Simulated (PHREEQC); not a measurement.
Solution (45 °C): 0.073 mol/kgw NaH2PO4, 0.03 mol/kgw NaOH and 0.03 mol/kgw ZnSO4. Closed to the air; pH follows from the charge balance.

The numbers come from PHREEQC with the ion-association model, wateq4f.dat.

Question: The ionic strength comes out as 0.208 mol/kgw. What activity coefficients do H2PO4-, Zn(SO4)2-2, HPO4-2, NaSO4-, Na+ get?

Answer: H2PO4- 0.74, Zn(SO4)2-2 0.29, HPO4-2 0.28, NaSO4- 0.74, Na+ 0.73.

No solid was allowed to form. Examples of supersaturated solids here: Zincite(c) (slow to form). Others may be too. Species that the database lacks are ignored. H3PO4, which wateq4f.dat lacks, is added to it with the constant of phreeqc.dat. Away from 25 °C the constants follow the database's enthalpies or fits; those with neither stay at their 25 °C values. The database has no phosphate complexes of Zn.
